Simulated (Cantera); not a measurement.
Charge: 1 mol Al, 1 mol HCl, 50 mol H₂, held at 800 °C and 0.0470 bar.

Equilibrium computed with Cantera from the NASA thermochemical tables; the gas is ideal and each condensed phase is pure. Candidate condensed phases: Al, AlCl₃; 12 gas species. The tables' values for AlCl₂ are old estimates; treat these amounts as uncertain. Equilibrium is a limit: real reactors are often held back by kinetics, nucleation or transport.

Base state: H₂ 0.984, AlCl 0.0138, AlCl₃ 0.00153, AlCl₂ 0.000528, HCl 4.21e-5 (mole fractions); condensed: Al(l).

### Question
What changes in the equilibrium state with this change: temperature from 800 °C to 377 °C?

### Answer
```
species       before     after
----------  --------  --------
H₂             0.984     0.994
AlCl₃        0.00153   0.00587
Al₂Cl₆       4.29e-9  0.000344
AlCl          0.0138   9.58e-7
HCl          4.21e-5   3.77e-8
AlCl₂       0.000528   5.94e-7
Al(l), mol     0.186         0
Al(s), mol         0     0.667
```

### Question
What changes in the equilibrium state with this change: H₂ from 50 to 570 mol?

### Answer
```json
[
 {"species": "H₂", "before": "0.984", "after": "0.998"},
 {"species": "AlCl", "before": "0.0138", "after": "0.00172"},
 {"species": "AlCl₂", "before": "0.000528", "after": "8.20e-6"},
 {"species": "AlCl₃", "before": "0.00153", "after": "2.96e-6"},
 {"species": "HCl", "before": "4.21e-5", "after": "5.28e-6"},
 {"species": "Al(l), mol", "before": "0.186", "after": "0.0111"}
]
```
